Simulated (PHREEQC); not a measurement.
Acid rinse or clean (model solution)

Consider water at 25 °C with 0.16 mol/kgw H2SO4, 0.039 mol/kgw CuSO4 and 0.00033 mol/kgw KCl. Closed to the air; pH follows from the charge balance.

All values are PHREEQC results (ion-association model, phreeqc.dat), not measurements.

Each row changes one thing in this solution. No solid was allowed to form.

| case | pH | ionic strength (mol/kgw) | HSO4- (mol/kgw) | SO4-2 (mol/kgw) | Cu+2 (mol/kgw) | CuSO4 (mol/kgw) | SI of Sylvite (KCl) |
|---|---|---|---|---|---|---|---|
| as made | 0.88 | 0.280 | 0.152 | 0.0339 | 0.0261 | 0.0129 | -8.22 |
| H2SO4 from 0.16 to 0.016 mol/kgw | 1.86 | 0.111 | 0.0151 | 0.0242 | (withheld) | 0.0157 | -8.14 |
| temperature from 25 to 75 °C | (withheld) | 0.251 | 0.177 | 0.0140 | 0.0315 | 0.00746 | -8.52 |
| diluted 2-fold with water | 1.14 | 0.152 | 0.0697 | 0.0231 | 0.0128 | 0.00669 | (withheld) |
| temperature from 25 to 15 °C | 0.86 | 0.289 | 0.147 | 0.0388 | 0.0254 | 0.0136 | -8.16 |

Problem. Fill in the missing entries.

Solution. 
- H2SO4 from 0.16 to 0.016 mol/kgw, Cu+2 (mol/kgw): 0.0233
- temperature from 25 to 75 °C, pH: 0.96
- diluted 2-fold with water, SI of Sylvite (KCl): -8.76

Constants without temperature data keep their 25 °C values here.
